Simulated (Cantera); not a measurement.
A freely propagating, adiabatic, planar premixed flame of 6.54 % CH4, 8.51 % H2, 17.3 % O2, 65.2 % N2, 2.42 % CO2, unburnt at 375 K and 200000 Pa; mixture-averaged transport, grid criteria slope 0.08 and curve 0.16, no radiation.

Cantera simulation using GRI-Mech 3.0 (53 species, 325 reactions); the numbers are that mechanism's predictions, not measurements. Burning velocities carry a grid error of a few per cent, more on coarse grids.

### Question
Predict: laminar burning velocity; thermal thickness; peak x(HO2); peak x(H).

### Answer
- laminar burning velocity: 63.3 cm/s
- thermal thickness: 0.203 mm
- peak x(HO2): 0.000282
- peak x(H): 0.00632
